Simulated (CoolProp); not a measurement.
Vapour-liquid equilibrium of R13 (1) + isobutane (2) at 237.3 K; x and y are mole fractions of (1).

Model: multi-fluid Helmholtz-energy mixture model, Platzer 1990 and Bücker 2006; pair parameters Bell 2016, in CoolProp. This equation is an older, rougher fit; its heat capacities, sound speeds and derivatives of the liquid may be far off and weren't checked against measurements.

**Question.** Give the bubble pressure and the first vapour's composition at x = 0.05, 0.65, 0.725. Is there an azeotrope?

**Answer.** x = 0.05: 0.09216 MPa, y = 0.625; x = 0.65: 0.4945 MPa, y = 0.957; x = 0.725: 0.5318 MPa, y = 0.966. No azeotrope shows between x = 0.05 and 0.95.

Pair parameters are fitted to limited data, so mixtures are less certain than the pure fluids.
